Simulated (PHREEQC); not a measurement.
0.41 g of hydrous ferric oxide (600 m²/g; 0.2 weak and 0.005 strong sites per Fe, Dzombak-Morel constants, diffuse double layer) in 1 kg of water with 0.005 mol/kgw of an inert sodium salt and 3.5e-06 mol Na2HAsO4 and 2e-05 mol Na2SO4, at 25 °C; the pH is set by adding NaOH or the inert anion's acid. Oxygen is held at 0.21 atm. No CO2 enters from the air. Nothing may precipitate in this run.

The series has 17 steps of pH, from 3 to 9.

Equilibrium calculation in PHREEQC: ion-association model, wateq4f.dat.

Near which pH is half of the S sorbed, and on which side is more sorbed?

Near pH 6.7, with more sorbed at lower pH.

Complexes and solids missing from the database can't appear. The oxide is taken as insoluble; below pH 4 it would dissolve.
